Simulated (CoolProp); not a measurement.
Vapour-liquid equilibrium of cis-2-butene (1) + acetone (2) at 390.4 K; x and y are mole fractions of (1).

Model: multi-fluid Helmholtz-energy mixture model, Lemmon 2005 and Lemmon 2006; pair parameters Bell 2016, in CoolProp.

```json
[
 {"x": "0.05", "bubble pressure (kPa)": "701.5", "y at the bubble point": "0.203", "dew pressure at overall composition x (kPa)": "596.0", "liquid density (mol/L)": "11.36"},
 {"x": "0.15", "bubble pressure (kPa)": "944.9", "y at the bubble point": "0.435", "dew pressure at overall composition x (kPa)": "661.3", "liquid density (mol/L)": "11.00"},
 {"x": "0.25", "bubble pressure (kPa)": "1151", "y at the bubble point": "?", "dew pressure at overall composition x (kPa)": "740.9", "liquid density (mol/L)": "10.64"},
 {"x": "0.35", "bubble pressure (kPa)": "1323", "y at the bubble point": "0.643", "dew pressure at overall composition x (kPa)": "840.0", "liquid density (mol/L)": "10.29"},
 {"x": "0.45", "bubble pressure (kPa)": "1464", "y at the bubble point": "0.701", "dew pressure at overall composition x (kPa)": "966.3", "liquid density (mol/L)": "9.950"},
 {"x": "0.55", "bubble pressure (kPa)": "1584", "y at the bubble point": "0.750", "dew pressure at overall composition x (kPa)": "1130", "liquid density (mol/L)": "9.620"},
 {"x": "0.65", "bubble pressure (kPa)": "1689", "y at the bubble point": "0.795", "dew pressure at overall composition x (kPa)": "?", "liquid density (mol/L)": "9.309"},
 {"x": "0.75", "bubble pressure (kPa)": "1785", "y at the bubble point": "0.841", "dew pressure at overall composition x (kPa)": "1584", "liquid density (mol/L)": "9.026"},
 {"x": "0.85", "bubble pressure (kPa)": "1871", "y at the bubble point": "?", "dew pressure at overall composition x (kPa)": "1800", "liquid density (mol/L)": "8.783"},
 {"x": "0.95", "bubble pressure (kPa)": "1944", "y at the bubble point": "0.960", "dew pressure at overall composition x (kPa)": "1935", "liquid density (mol/L)": "8.588"}
]
```

Q: Complete the blanks.

A: 
- 0.25, y at the bubble point: 0.562
- 0.65, dew pressure at overall composition x (kPa): 1340
- 0.85, y at the bubble point: 0.895

No azeotrope shows between x = 0.05 and 0.95.

Pair parameters are fitted to limited data, so mixtures are less certain than the pure fluids.
